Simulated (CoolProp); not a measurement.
Aqueous ethanol as a coolant, at -9 °C, 1 atm.

Values from CoolProp's Melinder's fits for secondary coolants.

| mass % | freezing point (°C) | density (kg/m³) | viscosity (mPa s) | Prandtl number | conductivity (W/(m K)) |
|---|---|---|---|---|---|
| 19.1 | -10.4 | 978.1 | 8.65 | 85.6 | 0.444 |
| 23.1 | -13.7 | … | 9.94 | 101 | 0.424 |
| 27.1 | -17.4 | 971.9 | 11.0 | … | 0.405 |
| 31.1 | -21.2 | 967.8 | … | 123 | 0.387 |
| 35.1 | -25.0 | 962.8 | 11.9 | 128 | 0.369 |
| 39.1 | -28.7 | 956.9 | 11.9 | 129 | 0.352 |
| 43.2 | … | 949.8 | 11.5 | 127 | 0.335 |
| 47.2 | … | 942.2 | 10.9 | 123 | 0.320 |

Problem. Complete the blanks.

Solution. 
- 23.1, density (kg/m³): 975.2
- 27.1, Prandtl number: 114
- 31.1, viscosity (mPa s): 11.6
- 43.2, freezing point (°C): -32.3
- 47.2, freezing point (°C): -35.5
